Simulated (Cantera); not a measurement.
A closed system holds: 1 mol TEOS, 7.4 mol H₂O, equilibrated at 673 K and 12.0 mbar.

Cantera equilibrium calculation (NASA polynomials, part measured and part estimated; ideal gas, pure solids and liquids). Candidate condensed phases: C, C₆H₆, C₇H₈, C₈H₁₈, H₂O, Si, SiC, SiO₂; 123 gas species. The feed counts by its element totals alone. Rates play no part.

Base state: H₂ 0.575, H₂O 0.211, CO₂ 0.126, CH₄ 0.0606, CO 0.0281 (mole fractions); condensed: C(graphite) + SiO₂(α-quartz).

Question: What changes in the equilibrium state with this change: temperature from 673 K to 1175 K?

Answer: 
```
species              before    after
-------------------  ------  -------
H₂                    0.575    0.645
CO                   0.0281    0.300
H₂O                   0.211   0.0404
CO₂                   0.126   0.0147
CH₄                  0.0606  1.90e-7
C(graphite), mol       3.89        0
SiO₂(α-quartz), mol    1.00        0
SiO₂(β-quartz), mol       0     1.00
```
The tables hold silica as quartz up to 1696 K and as liquid above; real silica turns to tridymite and cristobalite and melts near 1996 K.

Question: What changes in the equilibrium state with this change: pressure from 12.0 mbar to 0.133 bar?

Answer: 
| species | before | after |
|---|---|---|
| H₂O | 0.211 | 0.361 |
| H₂ | 0.575 | 0.317 |
| CH₄ | 0.0606 | 0.205 |
| CO | 0.0281 | 0.00785 |
| CO₂ | 0.126 | 0.109 |
| C(graphite), mol | 3.89 | 2.85 |
| SiO₂(α-quartz), mol | 1.00 | 1.00 |

Question: What changes in the equilibrium state with this change: H₂O from 7.4 to 0.1 mol?

Answer: 
| species | before | after |
|---|---|---|
| H₂ | 0.575 | 0.721 |
| H₂O | 0.211 | 0.136 |
| CH₄ | 0.0606 | 0.0951 |
| CO₂ | 0.126 | 0.0335 |
| CO | 0.0281 | 0.0145 |
| C(graphite), mol | 3.89 | 6.62 |
| SiO₂(α-quartz), mol | 1.00 | 1.00 |
